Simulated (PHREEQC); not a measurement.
Make-up at 30 °C: 1.1 mol MgCl2, 2 mol MnCl2 and 0.11 mol LiCl per kg of water. Closed to the air; pH follows from the charge balance.

Model: Pitzer model, pitzer.dat, run in PHREEQC.

**Question.** The ionic strength comes out as 9.41 mol/kgw. What activity coefficients do Mn+2, Mg+2, H+, Li+, Cl- get?

**Answer.** Mn+2 3.5, Mg+2 11, H+ 8.1, Li+ 5.5, Cl- 0.71. Single-ion values are on the MacInnes scale.

No solid was allowed to form. Complexes and solids missing from the database can't appear. In brines, pH and single-ion activities rest on the MacInnes convention.
